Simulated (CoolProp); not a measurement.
Vapour pressure (MPa) of cis-2-butene: the reference equation beside estimates from Tc = 162.6 °C, pc = 4.236 MPa, ω = 0.202.

The numbers come from the reference Helmholtz-energy equation of state, Lemmon 2005 in CoolProp. It is a short technical equation, of lower accuracy than the large ones.

```json
[
 {"T (°C)": "-68.45", "reference": "0.001988", "Lee-Kesler": "0.001946", "Redlich-Kwong": "0.003857", "Soave-Redlich-Kwong": "0.001992"},
 {"T (°C)": "-54.55", "reference": "0.005384", "Lee-Kesler": "0.005249", "Redlich-Kwong": "0.01002", "Soave-Redlich-Kwong": "0.005359"},
 {"T (°C)": "-40.75", "reference": "0.01262", "Lee-Kesler": "0.01232", "Redlich-Kwong": "0.02242", "Soave-Redlich-Kwong": "0.01253"},
 {"T (°C)": "-26.85", "reference": "0.02661", "Lee-Kesler": "0.02609", "Redlich-Kwong": "0.04503", "Soave-Redlich-Kwong": "0.02640"},
 {"T (°C)": "-12.95", "reference": "0.05113", "Lee-Kesler": "0.05044", "Redlich-Kwong": "0.08247", "Soave-Redlich-Kwong": "0.05079"},
 {"T (°C)": "0.95", "reference": "0.09103", "Lee-Kesler": "0.09033", "Redlich-Kwong": "0.1401", "Soave-Redlich-Kwong": "0.09061"},
 {"T (°C)": "14.75", "reference": "0.1515", "Lee-Kesler": "0.1511", "Redlich-Kwong": "0.2230", "Soave-Redlich-Kwong": "0.1512"},
 {"T (°C)": "28.65", "reference": "0.2400", "Lee-Kesler": "0.2404", "Redlich-Kwong": "0.3384", "Soave-Redlich-Kwong": "0.2403"},
 {"T (°C)": "42.55", "reference": "0.3632", "Lee-Kesler": "0.3649", "Redlich-Kwong": "0.4919", "Soave-Redlich-Kwong": "0.3649"},
 {"T (°C)": "56.45", "reference": "0.5289", "Lee-Kesler": "0.5323", "Redlich-Kwong": "0.6896", "Soave-Redlich-Kwong": "0.5331"},
 {"T (°C)": "70.25", "reference": "0.7437", "Lee-Kesler": "0.7489", "Redlich-Kwong": "0.9353", "Soave-Redlich-Kwong": "0.7520"},
 {"T (°C)": "84.15", "reference": "1.019", "Lee-Kesler": "1.026", "Redlich-Kwong": "1.238", "Soave-Redlich-Kwong": "1.034"},
 {"T (°C)": "98.05", "reference": "1.364", "Lee-Kesler": "1.372", "Redlich-Kwong": "1.602", "Soave-Redlich-Kwong": "1.386"},
 {"T (°C)": "111.85", "reference": "1.784", "Lee-Kesler": "1.793", "Redlich-Kwong": "2.029", "Soave-Redlich-Kwong": "1.815"},
 {"T (°C)": "125.75", "reference": "2.298", "Lee-Kesler": "2.307", "Redlich-Kwong": "2.530", "Soave-Redlich-Kwong": "2.337"}
]
```

Absolute difference from the reference over all 15 rows, mean and median: Lee-Kesler 1.0 and 0.7 %, Redlich-Kwong 45.6 and 41.0 %, Soave-Redlich-Kwong 0.8 and 0.7 %.
